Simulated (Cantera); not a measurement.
Charge: 1 mol CuF2, 0.69 mol H2O, 0.23 mol N2, held at 1348.15 K and 15.0 mbar.

Cantera equilibrium calculation (NASA polynomials, part measured and part estimated; ideal gas, pure solids and liquids). Candidate condensed phases: Cu, CuF2, CuO, Cu(OH)2, Cu2O, H2O; 45 gas species. The numbers say what is thermodynamically allowed, not how fast it happens.

Base state: HF 0.602, CuF 0.139, N2 0.100, O2 0.0926, CuF2 0.0655, NO 0.000127, H2O 2.39e-5 (mole fractions); condensed: Cu2O(s).

Task: What changes in the equilibrium state with this change: CuF2 replaced by FeCl3?

Result: 
| species | before | after |
|---|---|---|
| HCl | 0 | 0.527 |
| FeCl2 | 0 | 0.233 |
| N2 | 0.100 | 0.0922 |
| HF | 0.602 | 0 |
| CuF | 0.139 | 0 |
| CuF2 | 0.0655 | 0 |
| FeCl3 | 0 | 0.0430 |
| Cl2 | 0 | 0.0271 |
| Cl | 0 | 0.0253 |
| H2O | 2.39e-5 | 0.0132 |
| O2 | 0.0926 | 0.0385 |
| Fe2Cl4 | 0 | 0.000114 |
| ClO | 0 | 1.85e-5 |
| OH | 6.47e-7 | 1.22e-5 |
| Cu2O(s), mol | 0.265 | 0 |
| Fe2O3(s), mol | 0 | 0.155 |
Further candidate phases: Fe, FeCl2, FeCl3, FeO, Fe(OH)2, Fe(OH)3, Fe2O3, Fe3O4, NH4Cl.
